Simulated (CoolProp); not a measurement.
Properties of oxygen along the isotherm -169.85 °C (Tc = -118.6 °C, pc = 5046 kPa, ω = 0.022).

Values from CoolProp's reference Helmholtz-energy equation of state, Schmidt 1985.

| p (kPa) | phase | expansivity (1/kK) | viscosity (µPa s) |
|---|---|---|---|
| 4590 | liquid | 4.772 | 149 |
| 9180 | liquid | ___ | 156 |
| 13800 | liquid | 4.170 | 164 |
| 18400 | liquid | 3.944 | 171 |
| 22900 | liquid | 3.754 | 178 |
| 27500 | liquid | ___ | 186 |
| 32100 | liquid | 3.438 | 193 |
| 36700 | liquid | 3.307 | ___ |
| 41300 | liquid | 3.189 | 207 |
| 45900 | liquid | 3.083 | 214 |
| 50500 | liquid | 2.987 | ___ |

### Question
What belongs in the gaps?

### Answer

- 9180, expansivity (1/kK): 4.442
- 27500, expansivity (1/kK): 3.586
- 36700, viscosity (µPa s): 200
- 50500, viscosity (µPa s): 221

Viscosity comes from a separate model (Lemmon 2004).
